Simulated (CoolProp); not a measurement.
Properties of diethyl ether along the isotherm 477.3 K.

Model: reference Helmholtz-energy equation of state, Thol 2014, in CoolProp.

```csv
p (kPa),phase,cp (kJ/(kg K)),cv (kJ/(kg K)),isothermal compressibility (1/MPa)
207,gas,2.198,2.075,4.920
413,gas,2.217,2.082,2.515
620,gas,2.238,2.089,1.712
826,gas,2.261,2.097,1.315
1030,gas,2.287,2.105,1.082
1240,gas,2.318,2.114,0.9244
1450,gas,2.353,2.124,0.8158
1650,gas,2.391,2.134,0.7411
1860,gas,2.438,2.145,0.6834
```
